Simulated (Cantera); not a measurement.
**Thermodynamics of boron, boron nitride and boron oxide, feed borazine + H2 + N2**

Input: 1 mol borazine, 11 mol H2, 39 mol N2.

Method: chemical equilibrium by Gibbs-energy minimisation in Cantera with the NASA 1993 tables (ideal gas, pure condensed phases). Candidate condensed phases: B, BN; 15 gas species. The feed counts by its element totals alone. The numbers say what is thermodynamically allowed, not how fast it happens.

Stable condensed phases:

```
T in K \ P in Pa
             10     37    140    520   1900   7200  27000 100000
   2098       A      A      B      B      B      B      B      B
   2073       A      A      B      B      B      B      B      B
   2048       A      B      B      B      B      B      B      B
   2023       A      B      B      B      B      B      B      B
   1998       A      B      B      B      B      B      B      B
   1973       A      B      B      B      B      B      B      B
   1948       B      B      B      B      B      B      B      B
   1923       B      B      B      B      B      B      B      B
   1898       B      B      B      B      B      B      B      B
   1873       B      B      B      B      B      B      B      B
   1848       B      B      B      B      B      B      B      B
   1823       B      B      B      B      B      B      B      B
   1798       B      B      B      B      B      B      B      B
```

A: B; B: BN.
